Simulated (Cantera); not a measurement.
## Titanium nitride, carbide and oxide coatings: TiCl4 + CH4 + H2

Charge: 1 mol TiCl4, 0.79 mol CH4, 1 mol H2, held at 4.28 Torr.

These are equilibrium values from Cantera (NASA tables, ideal gas, pure condensed phases), not measurements of a reactor. Candidate condensed phases: C, C6H6, C7H8, C8H18, Ti, TiC, TiCl2, TiCl3, TiCl4; 96 gas species. The tables' values for TiCl2 are old estimates; treat these amounts as uncertain. TiC: taken at fixed stoichiometry. Rates play no part.

```
T (°C)  x HCl   x H2  x TiCl3   x TiCl4      x Cl   x TiCl2       x H  x C2H2 (acetylene)  n C(graphite)  n TiC(s)
------  -----  -----  -------  --------  --------  --------  --------  ------------------  -------------  --------
1050    0.570  0.323   0.0562    0.0509   1.77e-5   5.26e-5   1.19e-5             2.66e-7          0.245     0.545
1150    0.631  0.281   0.0594    0.0287   8.58e-5  0.000171   4.66e-5             9.64e-7          0.172     0.618
1250    0.675  0.251   0.0578    0.0157  0.000331  0.000453  0.000153             2.96e-6          0.114     0.676
1350    0.706  0.230   0.0533   0.00866   0.00106   0.00102  0.000439             8.00e-6         0.0689     0.721
1450    0.727  0.214   0.0477   0.00484   0.00294   0.00204   0.00112             1.94e-5         0.0332     0.757
1550    0.740  0.203   0.0414   0.00274   0.00720   0.00367   0.00258             4.28e-5        0.00477     0.785
1650    0.733  0.200   0.0381   0.00164    0.0154   0.00673   0.00558             6.42e-5              0     0.789
1750    0.714  0.199   0.0336  0.000965    0.0299    0.0113    0.0112             9.01e-5              0     0.789
```
x: gas mole fraction; n: condensed amount in mol.

From 1050 °C to 1550 °C the condensed part is C(graphite) + TiC(s). From 1650 °C to 1750 °C the condensed part is TiC(s). The main Ti-bearing gas is TiCl3 throughout.
